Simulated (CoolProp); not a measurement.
The fluid at 296 K and 8.75 MPa is throttled through a valve to 0.607 MPa with no heat exchange. The same conditions are run with several fluids, on thermodynamics alone (safety and materials aside).

Values from CoolProp's reference Helmholtz-energy equation of state of each fluid (p-xylene: Zhou 2012; octamethyltrisiloxane (MDM): Thol 2017; R1224YDZ: Akasaka 2023; R404A: Lemmon 2003; dimethyl ether: Wu 2011). Blends and air are pseudo-pure fits.

Question: Rank p-xylene, octamethyltrisiloxane (MDM), R1224YDZ, R404A, dimethyl ether by temperature change (K), highest first.

Answer: p-xylene (+3.9), octamethyltrisiloxane (MDM) (+3.6), R1224YDZ (+2.3), dimethyl ether (+1.6), R404A (-22.9)

```csv
fluid,final phase,final density (kg/m³)
p-xylene,liquid,856
octamethyltrisiloxane (MDM),liquid,815
R1224YDZ,liquid,1360
R404A,"two-phase, vapour fraction 0.195",142
dimethyl ether,liquid,662
```
